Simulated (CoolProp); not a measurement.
Vapour-liquid equilibrium of R125 (1) + R227EA (2) at 0.329 MPa; x and y are mole fractions of (1).

Model: multi-fluid Helmholtz-energy mixture model, Lemmon 2005 and Lemmon 2016; pair parameters Bell 2016, in CoolProp.

| x | bubble temperature (°C) | y at the bubble point | dew temperature at overall composition x (°C) | liquid density (mol/L) |
|---|---|---|---|---|
| 0.05 | 12.0 | 0.126 | 13.7 | 8.562 |
| 0.125 | 8.0 | 0.287 | 12.0 | 8.797 |
| 0.2 | 4.3 | 0.421 | 10.2 | 9.032 |
| 0.275 | 0.9 | 0.530 | 8.3 | ? |
| 0.35 | -2.2 | 0.621 | ? | 9.505 |
| 0.425 | -5.0 | 0.696 | 4.2 | 9.745 |
| 0.5 | -7.6 | 0.759 | 1.9 | 9.988 |
| 0.575 | -10.0 | 0.812 | -0.5 | 10.23 |
| 0.65 | ? | 0.857 | -3.2 | 10.49 |
| 0.725 | -14.2 | ? | -6.2 | ? |
| 0.8 | -16.2 | 0.929 | -9.4 | 11.00 |
| 0.875 | -17.9 | 0.959 | -13.1 | 11.27 |
| 0.95 | -19.6 | 0.984 | -17.4 | ? |

Question: Some entries are withheld; supply them.

Answer: 
- 0.275, liquid density (mol/L): 9.268
- 0.35, dew temperature at overall composition x (°C): 6.3
- 0.65, bubble temperature (°C): -12.2
- 0.725, y at the bubble point: 0.896
- 0.725, liquid density (mol/L): 10.74
- 0.95, liquid density (mol/L): 11.55

No azeotrope shows between x = 0.05 and 0.95.

The pair parameters rest on a limited set of measurements; away from them the model extrapolates.
